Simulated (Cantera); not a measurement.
Input (Python, Cantera):

```python
import numpy as np
import cantera as ct

gas = ct.Solution("SiF4_NH3_mec.yaml", "gas")
gas.TPX = 2125, 100000, {'NH3': 1, 'H2': 0.1}
inlet = ct.Reservoir(gas, clone=True)

reactor = ct.IdealGasConstPressureReactor(gas, energy="off", clone=False)
exhaust = ct.Reservoir(gas, clone=True)
tau = [9.1, 1.9, 0.38, 0.076, 0.015, 0.0031, 0.00064][0]
for a, b in ((inlet, reactor), (reactor, exhaust)):
    ct.MassFlowController(a, b, mdot=lambda t: reactor.mass / tau)
net = ct.ReactorNet([reactor])
show = ['NH3', 'H2', 'N', 'NH', 'NH2', 'N2', 'N2H4']

rows = []
print(f"{'tau/s':>10s}{'T/K':>9s}" + "".join(f"{s:>11s}" for s in show))
for tau in [9.1, 1.9, 0.38, 0.076, 0.015, 0.0031, 0.00064]:
    net.initial_time = 0.0
    net.advance(30 * tau)
    before = gas.X
    net.advance(40 * tau)
    drift = np.max(np.abs(gas.X - before) / (gas.X + 1e-9))
    rows.append([gas.T, *gas[show].X, drift])
    print(f"{tau:10.3e}{gas.T:9.1f}" + "".join(f"{x:11.3e}" for x in gas[show].X))
```

Output:

```
     tau/s      T/K        NH3         H2          N         NH        NH2         N2       N2H4
 9.100e+00   2125.0  1.896e-03  7.578e-01  7.445e-07  2.561e-06  2.306e-05  2.372e-01  9.454e-11
 1.900e+00   2125.0  5.122e-03  7.557e-01  1.354e-06  5.316e-06  5.468e-05  2.364e-01  5.318e-10
 3.800e-01   2125.0  1.960e-02  7.457e-01  1.824e-06  1.016e-05  1.484e-04  2.327e-01  3.923e-09
 7.600e-02   2125.0  8.329e-02  6.992e-01  1.975e-06  1.747e-05  4.051e-04  2.160e-01  2.926e-08
 1.500e-02   2125.0  2.951e-01  5.430e-01  1.878e-06  2.626e-05  9.609e-04  1.603e-01  1.647e-07
 3.100e-03   2125.0  6.307e-01  2.951e-01  1.491e-06  3.081e-05  1.632e-03  7.220e-02  4.748e-07
 6.400e-04   2125.0  8.333e-01  1.455e-01  9.956e-07  2.910e-05  2.016e-03  1.900e-02  7.250e-07
```

Computed with Cantera and the gas-phase N/H chemistry of the illustrative SiF4/NH3 mechanism in the Surface Chemkin manual (1991). Walls and surfaces, which speed up NH3 decomposition in real reactors, are not modelled.
